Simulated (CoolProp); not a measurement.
Saturation properties of hydrogen chloride (Tc = 324.7 K, pc = 83.14 bar, ω = 0.130).

The numbers come from the reference Helmholtz-energy equation of state, Thol 2018 in CoolProp.

| T (K) | p (bar) | liquid density (kg/m³) | vapour density (kg/m³) |
|---|---|---|---|
| 247.6 | 12.44 | 1019 | 26.10 |
| 254.7 | 15.48 | 995.7 | 32.48 |
| 261.8 | 19.02 | 970.8 | (withheld) |
| 268.9 | 23.14 | 944.4 | 49.33 |
| 276 | 27.87 | 916.2 | 60.42 |
| 283.1 | 33.30 | 885.6 | 73.92 |
| 290.2 | 39.47 | (withheld) | 90.58 |
| 297.3 | 46.47 | 814.2 | (withheld) |
| 304.4 | 54.39 | 770.2 | 139.1 |
| 311.5 | 63.33 | 715.9 | 177.5 |
| 318.6 | 73.42 | 639.0 | 239.1 |

### Question
Complete the blanks.

### Answer

- 261.8, vapour density (kg/m³): 40.14
- 290.2, liquid density (kg/m³): 852.0
- 297.3, vapour density (kg/m³): 111.6

It boils at 188.2 K under 1 atm.
